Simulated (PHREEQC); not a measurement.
Make-up at 20 °C: 9.4 mmol/kgw CuCl2, 0.07 mmol/kgw HCl and 1 mmol/kgw H3BO3. Closed to the air; pH follows from the charge balance.

Equilibrium calculation in PHREEQC: ion-association model, phreeqc.dat.

Each row changes one thing in this solution. No solid was allowed to form.

| case | pH | ionic strength (mol/kgw) | CuCl+ (mol/kgw) | CuCl2 (mol/kgw) | Cu2(OH)2+2 (mol/kgw) | Cu(OH)2 (mol/kgw) |
|---|---|---|---|---|---|---|
| as made | 4.20 | 0.0279 | 0.000200 | 1.37e-6 | 3.27e-7 | 2.68e-8 |
| diluted 10-fold with water | 5.07 | 0.00282 | 2.96e-6 | 2.52e-9 | 2.61e-7 | 2.19e-7 |
| H3BO3 left out | 4.20 | 0.0279 | 0.000200 | 1.37e-6 | 3.27e-7 | 2.68e-8 |
| 0.0043 mol/kgw (CH3)4NCl added | 4.20 | 0.0321 | ? | 1.95e-6 | 3.20e-7 | 2.62e-8 |
| temperature from 20 to 30 °C | 4.20 | 0.0276 | 0.000318 | 2.40e-6 | 8.35e-7 | 2.57e-8 |
| CuCl2 from 0.0094 to 0.0103 mol/kgw | 4.20 | 0.0305 | ? | 1.74e-6 | 3.86e-7 | 2.88e-8 |
| CuCl2 replaced by CuSO4 at the same molality | 4.32 | 0.0268 | ? | 1.40e-11 | 3.08e-7 | 3.47e-8 |

**Question.** What belongs in the gaps?

**Answer.** 
- 0.0043 mol/kgw (CH3)4NCl added, CuCl+ (mol/kgw): 0.000237
- CuCl2 from 0.0094 to 0.0103 mol/kgw, CuCl+ (mol/kgw): 0.000235
- CuCl2 replaced by CuSO4 at the same molality, CuCl+ (mol/kgw): 5.48e-7

Complexes and solids missing from the database can't appear. (CH3)4N+ isn't in the database: it is added as a free cation with an ion size of 4 Å.
